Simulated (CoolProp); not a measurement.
Vapour-liquid equilibrium of R125 (1) + dimethyl ether (2) at 0.0624 MPa; x and y are mole fractions of (1).

Model: multi-fluid Helmholtz-energy mixture model, Lemmon 2005 and Wu 2011; pair parameters Bell 2016, in CoolProp.

Give the bubble temperature and the first vapour's composition at x = 0.05, 0.45, 0.75. Is there an azeotrope?

x = 0.05: 237.2 K, y = 0.076; x = 0.45: 229.9 K, y = 0.667; x = 0.75: 221.6 K, y = 0.933. No azeotrope shows between x = 0.05 and 0.95.

The pair parameters rest on a limited set of measurements; away from them the model extrapolates.
